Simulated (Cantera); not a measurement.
A Cantera script and what it prints.

```python
import numpy as np
import cantera as ct

gas_names = """
    C CN C2 CCN CNC C2N2 C3 C4 C4N2 C5 N N2 Si SiC SiC2 SiN Si2 Si2C Si2N Si3
""".split()
cond_names = """
    C(gr) Si(cr) Si(L) SiC(b) Si3N4(a)
""".split()


# ... load() reads the species with a 1 bar reference pressure and builds the phases ...
atoms = {
    'Si3N4': {'Si': 3, 'N': 4},
    'C': {'C': 1},
    'N2': {'N': 2},
}
top_T = {'C(gr)': 4500, 'SiC(b)': 3050, 'Si3N4(a)': 2400}  # K; cautious upper limits of use, not melting points


# ... equilibrate(T, P, feed) seeds the gas with the atoms and calls Mixture.equilibrate('TP', solver="vcs", rtol=1e-11, max_steps=5000) ...
results = []
feed = {'Si3N4': 1, 'C': 0.0068, 'N2': 0.059}  # mol
P = 2300  # Pa
for T in [1823, 1873, 1923, 1973, 2023, 2073, 2123, 2173, 2223, 2273]:
    mix = equilibrate(T, P, feed)
    results.append((T, P, feed, dict(zip(mix.species_names, mix.species_moles))))

top = {s: max(r[3][s] / sum(r[3][g] for g in gas_names) for r in results) for s in gas_names}
cols = sorted((s for s in top if top[s] > 0.0001), key=lambda s: -top[s])[:6]
seen = [c for c in cond_names if any(r[3].get(c, 0) > 1e-12 for r in results)]
print("log10 of partial pressures in bar; condensed amounts in mol")
print(f"{'T/K':>10s}" + "".join(f"{s[:9]:>10s}" for s in cols + seen))
for T, P, feed, n in results:
    ng = sum(n[g] for g in gas_names)
    print(f"{T:10.4g}" + "".join(f"{np.log10(max(n[s] / ng * P / 1e5, 1e-99)):10.3f}" for s in cols)
          + "".join(f"{n.get(c, 0):10.4g}" for c in seen))
```

It prints:

```
log10 of partial pressures in bar; condensed amounts in mol
       T/K        N2        Si      Si2C      Si2N       SiN       Si2     Si(L)    SiC(b)  Si3N4(a)
      1823    -1.638    -5.525    -7.447    -6.703    -6.727    -7.885         0    0.0068    0.9977
      1873    -1.638    -5.055    -6.867    -6.145    -6.318    -7.182     2.992  0.006788         0
      1923    -1.639    -4.770    -6.480    -5.941    -6.091    -6.839     2.991   0.00677         0
      1973    -1.639    -4.501    -6.113    -5.747    -5.877    -6.514      2.99   0.00673         0
      2023    -1.639    -4.245    -5.765    -5.564    -5.673    -6.206     2.987  0.006644         0
      2073    -1.640    -4.001    -5.435    -5.389    -5.479    -5.912     2.983  0.006463         0
      2123    -1.642    -3.770    -5.120    -5.224    -5.295    -5.633     2.975  0.006097         0
      2173    -1.644    -3.548    -4.821    -5.067    -5.120    -5.367     2.963  0.005379         0
      2223    -1.648    -3.337    -4.535    -4.918    -4.954    -5.114     2.943     0.004         0
      2273    -1.654    -3.136    -4.263    -4.778    -4.796    -4.871     2.913  0.001403         0
```

Method: chemical equilibrium by Gibbs-energy minimisation in Cantera with the NASA 1993 tables (ideal gas, pure condensed phases). Mutual solubility and eutectic melting of coexisting phases are not modelled. The tables' values for SiN are old estimates; treat these amounts as uncertain.
